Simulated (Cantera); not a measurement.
An adiabatic, constant-volume homogeneous reactor starts with 43.5 % CO, 0.761 % H2, 8.59 % O2, 32.3 % N2, 14.9 % H2O, equivalence ratio 2.6, at 1748 K and 3750 Torr.

Model: GRI-Mech 3.0 (53 species, 325 reactions), integrated in Cantera. The hydrogen kinetics of GRI-Mech 3.0 are dated; newer H2 mechanisms differ, most at raised pressure.

**Question.** Predict: time of steepest temperature rise; temperature at 0.200 s; equilibrium temperature; x(CO) at 0.200 s; x(H2) at 0.200 s; x(O2) at 0.200 s; x(N2O) at 0.200 s; x(HO2) at 0.200 s; x(H2O) at 0.200 s.

**Answer.** 
```
Quantity                                                            Result
---------------------------------  ---------------------------------------
time of steepest temperature rise                                  6.20 µs
temperature at 0.200 s                                              2931 K
equilibrium temperature                                             2931 K
x(CO) at 0.200 s                       0.280 (gas-phase equilibrium 0.280)
x(H2) at 0.200 s                     0.0270 (gas-phase equilibrium 0.0270)
x(O2) at 0.200 s                   0.00386 (gas-phase equilibrium 0.00386)
x(N2O) at 0.200 s                  4.11e-7 (gas-phase equilibrium 4.11e-7)
x(HO2) at 0.200 s                  3.56e-6 (gas-phase equilibrium 3.56e-6)
x(H2O) at 0.200 s                      0.131 (gas-phase equilibrium 0.131)
```
